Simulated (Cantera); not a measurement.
# Thermodynamics of chlorosilane synthesis and conversion, feed Si + Cl₂ + H₂

Input: 1 mol Si, 2.5 mol Cl₂, 5.6 mol H₂, held at 1.70 bar.

These are equilibrium values from Cantera (NASA tables, ideal gas, pure condensed phases), not measurements of a reactor. Candidate condensed phases: Si; 19 gas species. The tables' values for SiCl₃ are old estimates; treat these amounts as uncertain. Kinetics and transport are ignored.

```tsv
T (K)	x H₂	x HCl	x SiCl₄	x SiHCl₃	x SiCl₃	x SiCl₂	x SiH₂Cl₂	x SiH₃Cl
1000	0.714	0.146	0.136	0.00470	7.42e-5	9.80e-7	1.75e-5	1.66e-8
1025	0.713	0.147	0.135	0.00564	0.000122	2.30e-6	2.61e-5	3.12e-8
1050	0.711	0.148	0.134	0.00669	0.000195	5.15e-6	3.81e-5	5.65e-8
1075	0.710	0.149	0.133	0.00785	0.000304	1.11e-5	5.43e-5	9.88e-8
1100	0.709	0.151	0.131	0.00910	0.000464	2.28e-5	7.57e-5	1.67e-7
1125	0.707	0.152	0.130	0.0104	0.000690	4.52e-5	0.000103	2.74e-7
1150	0.705	0.154	0.128	0.0119	0.00100	8.65e-5	0.000138	4.35e-7
1175	0.703	0.156	0.126	0.0133	0.00143	0.000160	0.000182	6.71e-7
1200	0.701	0.159	0.123	0.0148	0.00200	0.000285	0.000233	1.01e-6
1225	0.698	0.161	0.121	0.0163	0.00274	0.000492	0.000294	1.46e-6
1250	0.695	0.164	0.118	0.0177	0.00368	0.000822	0.000364	2.07e-6
1275	0.692	0.168	0.115	0.0191	0.00484	0.00133	0.000440	2.84e-6
1300	0.688	0.172	0.111	0.0203	0.00624	0.00208	0.000521	3.77e-6
1325	0.684	0.176	0.107	0.0212	0.00789	0.00316	0.000604	4.86e-6
```
x: gas mole fraction; nothing condenses.

From 1000 K to 1325 K nothing is condensed. The main Si-bearing gas is SiCl₄ throughout.
